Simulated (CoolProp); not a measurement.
R404A at 293.15 K and 0.699 MPa flows at 0.27 m/s in a round tube of 12.7 mm bore and 45 µm roughness, fully developed (64/Re and Nu = 3.66 if laminar; Colebrook and Gnielinski if turbulent). Each further row changes one setting.

Model: reference Helmholtz-energy equation of state, Lemmon 2003, in CoolProp. It is a pseudo-pure fit of the blend.

| case | Reynolds number | Darcy friction factor | pressure drop (Pa/m) | heat-transfer coefficient (W/(m² K)) | mass flow (kg/h) |
|---|---|---|---|---|---|
| as stated | 9050 | 0.0365 | 3.39 | 38.2 | 3.98 |
| velocity 0.54 m/s | 18100 | 0.0327 | 12.2 | 72.5 | 7.97 |
| diameter 25.4 mm | 18100 | 0.0299 | 1.39 | 33.0 | 15.9 |

Viscosity comes from a separate model (Geller 2000). Thermal conductivity comes from a separate model (Geller 2001).
